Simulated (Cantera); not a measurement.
Charge: 1 mol Si₃N₄, 2.6 mol Cl₂, 18 mol H₂, equilibrated at 1450 K and 7800 Pa.

Equilibrium computed with Cantera from the NASA thermochemical tables; the gas is ideal and each condensed phase is pure. Candidate condensed phases: NH₄Cl, Si, Si₃N₄; 28 gas species. The tables' values for SiCl₃ are old estimates; treat these amounts as uncertain. The numbers say what is thermodynamically allowed, not how fast it happens.

Base state: H₂ 0.764, HCl 0.207, SiCl₂ 0.0120, N₂ 0.0119, SiCl₃ 0.00276, SiCl₄ 0.00232, SiHCl₃ 0.000738, SiH₂Cl₂ 3.64e-5 (mole fractions); condensed: Si₃N₄(s).

### Question
What changes in the equilibrium state with this change: temperature from 1450 K to 1400 K?

### Answer
```tsv
species	before	after
H₂	0.764	0.763
HCl	0.207	0.214
N₂	0.0119	0.00921
SiCl₂	0.0120	0.00705
H	2.96e-5	1.52e-5
SiCl₄	0.00232	0.00346
SiHCl₃	0.000738	0.000874
SiCl₃	0.00276	0.00240
Si₃N₄(s), mol	0.876	0.905
```

### Question
What changes in the equilibrium state with this change: temperature from 1450 K to 1023 K?

### Answer
```csv
species,before,after
H₂,0.764,0.771
HCl,0.207,0.211
SiCl₄,0.00232,0.0104
SiCl₂,0.0120,1.90e-6
N₂,0.0119,0.00718
H,2.96e-5,1.30e-8
SiCl₃,0.00276,3.06e-5
"Si₃N₄(s), mol",0.876,0.926
```

### Question
What changes in the equilibrium state with this change: Si₃N₄ replaced by AlN?

### Answer
```tsv
species	before	after
H₂	0.764	0.818
HCl	0.207	0.109
AlCl₃	0	0.0462
SiCl₂	0.0120	0
N₂	0.0119	0.0242
SiCl₃	0.00276	0
SiCl₄	0.00232	0
AlCl₂	0	0.00168
SiHCl₃	0.000738	0
AlCl	0	0.000577
Si₃N₄(s), mol	0.876	0
```
The tables' values for AlCl₂ are old estimates; treat these amounts as uncertain. Further candidate phases: Al, AlCl₃, AlN.
